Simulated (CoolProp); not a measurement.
Sulfur hexafluoride along the isobar 5570 kPa: density (kg/m³) from the reference equation and from simpler models built on Tc = 318.7 K, pc = 3755 kPa, ω = 0.210; each cubic takes its own stable root.

The numbers come from the reference Helmholtz-energy equation of state, Guder 2009 in CoolProp.

```json
[
 {"T (K)": "258.8", "phase": "liquid", "reference": "1697", "Redlich-Kwong": "(withheld)", "Soave-Redlich-Kwong": "(withheld)", "Peng-Robinson": "1825"},
 {"T (K)": "282.8", "phase": "liquid", "reference": "1553", "Redlich-Kwong": "1408", "Soave-Redlich-Kwong": "1447", "Peng-Robinson": "1631"},
 {"T (K)": "306.9", "phase": "liquid", "reference": "1363", "Redlich-Kwong": "1202", "Soave-Redlich-Kwong": "1222", "Peng-Robinson": "1368"},
 {"T (K)": "330.9", "phase": "supercritical", "reference": "1010", "Redlich-Kwong": "901.0", "Soave-Redlich-Kwong": "(withheld)", "Peng-Robinson": "940.0"},
 {"T (K)": "355", "phase": "supercritical", "reference": "496.5", "Redlich-Kwong": "524.2", "Soave-Redlich-Kwong": "479.3", "Peng-Robinson": "507.3"},
 {"T (K)": "379", "phase": "supercritical", "reference": "372.5", "Redlich-Kwong": "390.8", "Soave-Redlich-Kwong": "365.0", "Peng-Robinson": "382.9"},
 {"T (K)": "403", "phase": "supercritical", "reference": "(withheld)", "Redlich-Kwong": "328.0", "Soave-Redlich-Kwong": "308.6", "Peng-Robinson": "321.8"},
 {"T (K)": "427.1", "phase": "supercritical", "reference": "276.7", "Redlich-Kwong": "288.3", "Soave-Redlich-Kwong": "272.3", "Peng-Robinson": "282.7"},
 {"T (K)": "451.1", "phase": "supercritical", "reference": "250.1", "Redlich-Kwong": "(withheld)", "Soave-Redlich-Kwong": "246.3", "Peng-Robinson": "254.7"},
 {"T (K)": "475.2", "phase": "supercritical", "reference": "229.4", "Redlich-Kwong": "238.0", "Soave-Redlich-Kwong": "226.0", "Peng-Robinson": "233.1"},
 {"T (K)": "499.2", "phase": "supercritical", "reference": "212.8", "Redlich-Kwong": "220.5", "Soave-Redlich-Kwong": "209.8", "Peng-Robinson": "215.9"},
 {"T (K)": "523.3", "phase": "supercritical", "reference": "(withheld)", "Redlich-Kwong": "205.9", "Soave-Redlich-Kwong": "(withheld)", "Peng-Robinson": "(withheld)"},
 {"T (K)": "547.3", "phase": "supercritical", "reference": "187.3", "Redlich-Kwong": "193.5", "Soave-Redlich-Kwong": "184.8", "Peng-Robinson": "189.4"},
 {"T (K)": "571.3", "phase": "supercritical", "reference": "177.2", "Redlich-Kwong": "182.8", "Soave-Redlich-Kwong": "174.9", "Peng-Robinson": "178.9"}
]
```

Question: What belongs in the gaps?

Answer: 
- 258.8, Redlich-Kwong: 1569
- 258.8, Soave-Redlich-Kwong: 1616
- 330.9, Soave-Redlich-Kwong: 863.7
- 403, reference: 314.0
- 451.1, Redlich-Kwong: 259.9
- 523.3, reference: 199.0
- 523.3, Soave-Redlich-Kwong: 196.2
- 523.3, Peng-Robinson: 201.5
